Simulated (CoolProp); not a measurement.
Vapour-liquid equilibrium of R143a (1) + n-butane (2) at 16.35 °C; x and y are mole fractions of (1).

Model: multi-fluid Helmholtz-energy mixture model, Lemmon and Jacobsen 2000 and Bücker 2006; pair parameters Bell 2016, in CoolProp.

| x | bubble pressure, mixture model (kPa) | bubble pressure, Raoult's law (kPa) | y, mixture model | y, Raoult's law |
|---|---|---|---|---|
| 0.05 | 317.3 | 225.1 | 0.421 | 0.222 |
| 0.125 | 465.6 | 286.3 | 0.613 | 0.437 |
| 0.2 | 569.2 | 347.5 | 0.691 | 0.576 |
| 0.275 | 642.9 | 408.7 | 0.734 | 0.673 |
| 0.35 | 697.7 | 469.9 | 0.763 | 0.745 |
| 0.425 | 741.2 | 531.2 | 0.784 | 0.801 |
| 0.5 | 778.5 | 592.4 | 0.804 | 0.844 |
| 0.575 | 812.9 | 653.6 | 0.822 | 0.880 |
| 0.65 | 846.4 | 714.8 | 0.843 | 0.910 |
| 0.725 | 880.1 | 776.0 | 0.865 | 0.935 |
| 0.8 | 914.2 | 837.2 | 0.892 | 0.956 |
| 0.875 | 948.2 | 898.5 | 0.926 | 0.974 |
| 0.95 | 980.7 | 959.7 | 0.967 | 0.990 |

The largest gap from Raoult's law is +63.8 % in bubble pressure, at x = 0.2. No azeotrope shows between x = 0.05 and 0.95.

The pair parameters rest on a limited set of measurements; away from them the model extrapolates. With so large a gap from Raoult's law the liquid may split in two, which this calculation doesn't test in full.
